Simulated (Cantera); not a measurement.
Feed: 1 mol Si, 0.033 mol CO₂, 480 mol H₂, at 1223 K and 6.30 mbar.

Cantera equilibrium calculation (NASA polynomials, part measured and part estimated; ideal gas, pure solids and liquids). Candidate condensed phases: C, C₆H₆, C₇H₈, C₈H₁₈, H₂O, Si, SiC, SiO₂; 123 gas species. Mutual solubility and eutectic melting of coexisting phases are not modelled. Kinetics and transport are ignored.

Base state: H₂ 1.000, SiO 0.000136 (mole fractions); condensed: Si(s) + SiC(s).

Q: What changes in the equilibrium state with this change: Si replaced by Si₃N₄?

A: 
| species | before | after |
|---|---|---|
| H₂ | 1.000 | 1.000 |
| N₂ | 0 | 9.11e-5 |
| SiO | 0.000136 | 1.59e-8 |
| Si(s), mol | 0.902 | 0 |
| SiC(s), mol | 0.0324 | 0.0326 |
| Si₂N₂O(s), mol | 0 | 0.0660 |
| Si₃N₄(s), mol | 0 | 0.945 |
Further candidate phases: Si₂N₂O, Si₃N₄.

Q: What changes in the equilibrium state with this change: temperature from 1223 K to 2248 K?

A: 
| species | before | after |
|---|---|---|
| H₂ | 1.000 | 0.910 |
| H | 3.79e-6 | 0.0883 |
| Si | <1e-9 | 0.00186 |
| SiH | <1e-9 | 5.68e-5 |
| CO | 1.09e-6 | 6.55e-5 |
| SiO | 0.000136 | 6.57e-5 |
| Si(s), mol | 0.902 | 0 |
| SiC(s), mol | 0.0324 | 0 |

Q: What changes in the equilibrium state with this change: pressure from 6.30 mbar to 0.120 bar?

A: 
```json
[
 {"species": "H₂", "before": "1.000", "after": "1.000"},
 {"species": "SiO", "before": "0.000136", "after": "8.56e-6"},
 {"species": "Si(s), mol", "before": "0.902", "after": "0.933"},
 {"species": "SiC(s), mol", "before": "0.0324", "after": "0.0315"},
 {"species": "SiO₂(β-quartz), mol", "before": "0", "after": "0.0309"}
]
```
The tables hold silica as quartz up to 1696 K and as liquid above; real silica turns to tridymite and cristobalite and melts near 1996 K.
